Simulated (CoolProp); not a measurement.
Oxygen along the isotherm 106.1 K: fugacity coefficient from the reference equation and from simpler models built on Tc = 154.6 K, pc = 5046 kPa, ω = 0.022; each cubic takes its own stable root.

The numbers come from the reference Helmholtz-energy equation of state, Schmidt 1985 in CoolProp.

```json
[
 {"p (kPa)": "79.8", "phase": "gas", "reference": "0.9845"},
 {"p (kPa)": "135", "phase": "gas", "reference": "0.9738"},
 {"p (kPa)": "227", "phase": "gas", "reference": "0.9559"},
 {"p (kPa)": "384", "phase": "gas", "reference": "0.9252"},
 {"p (kPa)": "647", "phase": "liquid", "reference": "0.5893"},
 {"p (kPa)": "1090", "phase": "liquid", "reference": "0.3551"},
 {"p (kPa)": "1840", "phase": "liquid", "reference": "0.2158"},
 {"p (kPa)": "3110", "phase": "liquid", "reference": "0.1333"},
 {"p (kPa)": "5250", "phase": "liquid", "reference": "0.08493"},
 {"p (kPa)": "8860", "phase": "liquid", "reference": "0.05682"},
 {"p (kPa)": "15000", "phase": "liquid", "reference": "0.04116"},
 {"p (kPa)": "25200", "phase": "liquid", "reference": "0.03417"}
]
```

**Question.** How far does each simpler model (Soave-Redlich-Kwong, Peng-Robinson) lie from the reference over these 12 states: mean and median of the absolute difference, and the worst?

**Answer.** 
- Soave-Redlich-Kwong: mean 0.2 %, median 0.2 %, worst +0.3 % at 106.1 K and 384 kPa
- Peng-Robinson: mean 1.5 %, median 0.2 %, worst -8.4 % at 106.1 K and 25200 kPa
